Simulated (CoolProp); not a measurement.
Values from CoolProp's reference Helmholtz-energy equation of state, de Reuck 1990.

Q: For fluorine, give the phase and the density (kg/m³), Joule-Thomson coefficient (K/MPa), isothermal compressibility (1/MPa) at -147.75 °C and 17.7 MPa; -107.45 °C and 17.7 MPa; -67.05 °C and 17.7 MPa.

A: 
- -147.75 °C and 17.7 MPa: liquid; density 1270, Joule-Thomson coefficient -0.127, isothermal compressibility 0.00428
- -107.45 °C and 17.7 MPa: supercritical; density 898, Joule-Thomson coefficient 0.627, isothermal compressibility 0.0237
- -67.05 °C and 17.7 MPa: supercritical; density 521, Joule-Thomson coefficient 1.62, isothermal compressibility 0.0558
